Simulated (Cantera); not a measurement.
A perfectly stirred reactor is fed with H₂ : O₂ : N₂ = 1 : 0.385 : 1.45 (molar parts), at 1.00 bar; it is adiabatic with a 575 K inlet, and is followed from long to short residence time, starting on the burning branch (τ in s: 0.15, 0.059, 0.023, 0.0089, 0.0035, 0.0013, 0.00052, 0.0002, 7.9e-05, 3.1e-05, 1.2e-05).

Computed with Cantera and GRI-Mech 3.0 (53 species, 325 reactions).

Predict: blow-out, bracketed by the residence times tried; x(H₂) at τ = 0.150 s; x(O₂) at τ = 0.150 s; x(NO) at τ = 0.150 s; x(OH) at τ = 0.150 s; x(N₂O) at τ = 0.150 s; x(H₂) at τ = 1.30 ms; x(O₂) at τ = 1.30 ms; x(NO) at τ = 1.30 ms; x(OH) at τ = 1.30 ms; x(N₂O) at τ = 1.30 ms.


| Item | Result |
|---|---|
| blow-out, bracketed by the residence times tried | burning at 12.0 µs, the shortest tried |
| x(H₂) at τ = 0.150 s | 0.0937 |
| x(O₂) at τ = 0.150 s | 0.000391 |
| x(NO) at τ = 0.150 s | 0.000790 |
| x(OH) at τ = 0.150 s | 0.00522 |
| x(N₂O) at τ = 0.150 s | 3.81e-8 |
| x(H₂) at τ = 1.30 ms | 0.0938 |
| x(O₂) at τ = 1.30 ms | 0.00280 |
| x(NO) at τ = 1.30 ms | 0.000208 |
| x(OH) at τ = 1.30 ms | 0.0117 |
| x(N₂O) at τ = 1.30 ms | 2.58e-8 |
